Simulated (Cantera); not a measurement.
Charge: 1 mol PbO, 9.7 mol CO, 37 mol N2, equilibrated at 1148 K and 0.0133 bar.

These are equilibrium values from Cantera (NASA tables, ideal gas, pure condensed phases), not measurements of a reactor. Candidate condensed phases: C, Pb, PbO, PbO2, Pb3O4; 27 gas species. Kinetics and transport are ignored.

Base state: N2 0.776, CO 0.182, CO2 0.0210, Pb 0.0210 (mole fractions); condensed: gas only.

Question: What changes in the equilibrium state with this change: PbO replaced by Pb?

Answer: 
| species | before | after |
|---|---|---|
| N2 | 0.776 | 0.776 |
| CO | 0.182 | 0.203 |
| Pb | 0.0210 | 0.0210 |
| CO2 | 0.0210 | 2.24e-5 |
| C(graphite), mol | 0 | 0.00107 |

Question: What changes in the equilibrium state with this change: temperature from 1148 K to 800 K?

Answer: 
| species | before | after |
|---|---|---|
| N2 | 0.776 | 0.803 |
| CO | 0.182 | 0.163 |
| CO2 | 0.0210 | 0.0348 |
| Pb | 0.0210 | 4.61e-6 |
| C(graphite), mol | 0 | 0.603 |
| Pb(l), mol | 0 | 1.000 |

Question: What changes in the equilibrium state with this change: temperature from 1148 K to 723.15 K?

Answer: 
```tsv
species	before	after
N2	0.776	0.845
CO2	0.0210	0.0894
CO	0.182	0.0656
Pb	0.0210	2.34e-7
C(graphite), mol	0	2.91
Pb(l), mol	0	1.000
```
